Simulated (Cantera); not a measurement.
A perfectly stirred reactor is fed with NO : N₂ = 1 : 0.26 (molar parts), at 0.0148 atm; it is held at 1800 K, and followed from long to short residence time.

Detailed kinetics in Cantera: GRI-Mech 3.0 (53 species, 325 reactions). Radical loss at walls, strong at low pressure, is not modelled.

Predict: x(NO) at τ = 14.0 s; x(NO₂) at τ = 14.0 s; x(N₂) at τ = 14.0 s; x(N₂O) at τ = 14.0 s; x(O₂) at τ = 14.0 s; x(NO) at τ = 0.140 s; x(NO₂) at τ = 0.140 s; x(N₂) at τ = 0.140 s; x(N₂O) at τ = 0.140 s; x(O₂) at τ = 0.140 s.

x(NO) at τ = 14.0 s: 0.710
x(NO₂) at τ = 14.0 s: 8.93e-5
x(N₂) at τ = 14.0 s: 0.248
x(N₂O) at τ = 14.0 s: 0.000153
x(O₂) at τ = 14.0 s: 0.0414
x(NO) at τ = 0.140 s: 0.793
x(NO₂) at τ = 0.140 s: 2.56e-5
x(N₂) at τ = 0.140 s: 0.207
x(N₂O) at τ = 0.140 s: 0.000130
x(O₂) at τ = 0.140 s: 0.000258
